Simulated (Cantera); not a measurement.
Charge: 1 mol AlN, 2.9 mol H2O, 0.53 mol N2, 1.2 mol Cl2, equilibrated at 100000 Pa.

These are equilibrium values from Cantera (NASA tables, ideal gas, pure condensed phases), not measurements of a reactor. Candidate condensed phases: Al, AlCl3, AlN, Al2O3, H2O, NH4Cl; 45 gas species. Condensed phases not in the tables: AlOCl. Rates play no part. All values below are at 923 K.

Base state: HCl 0.468, H2O 0.273, N2 0.201, H2 0.0585 (mole fractions); condensed: Al2O3(s).

Question: What changes in the equilibrium state with this change: Cl2 from 1.2 to 0.01 mol?

Answer: 
| species | before | after |
|---|---|---|
| H2 | 0.0585 | 0.378 |
| H2O | 0.273 | 0.355 |
| N2 | 0.201 | 0.261 |
| HCl | 0.468 | 0.00508 |
| NH3 | 6.40e-6 | 0.000120 |
| Al2O3(s), mol | 0.500 | 0.500 |
